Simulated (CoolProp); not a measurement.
The fluid at 343.61 K and 0.0187 MPa is compressed adiabatically to 0.0707 MPa with isentropic efficiency 0.8. The same conditions are run with several fluids, on thermodynamics alone (safety and materials aside).

The numbers come from the reference Helmholtz-energy equation of state of each fluid (n-heptane: Span 2003; R407C: Lemmon 2003; R245fa: Akasaka 2015; R141b: Lemmon 2006; dimethyl ether: Wu 2011) in CoolProp. Blends and air are pseudo-pure fits.

Rank n-heptane, R407C, R245fa, R141b, dimethyl ether by work (kJ/kg), highest first.

dimethyl ether (111), R407C (59.0), n-heptane (47.7), R141b (42.7), R245fa (36.8)

| fluid | final temperature (K) | final density (kg/m³) |
|---|---|---|
| n-heptane | 370.1 | 2.39 |
| R407C | 406.4 | 1.81 |
| R245fa | 381.9 | 3.01 |
| R141b | 394.4 | 2.55 |
| dimethyl ether | 410.6 | 0.958 |
